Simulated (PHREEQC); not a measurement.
Solution (71 °C): 0.044 mol/kgw NaH2PO4, 8.1e-05 mol/kgw NH3 and 0.087 mol/kgw KCl. Closed to the air; pH follows from the charge balance.

Model: ion-association model, wateq4f.dat, run in PHREEQC.

No solid was allowed to form.

Problem. What pH does the model give?

Solution. pH 4.56.

H3PO4, which wateq4f.dat lacks, is added to it with the constant of phreeqc.dat. Constants without temperature data keep their 25 °C values here.
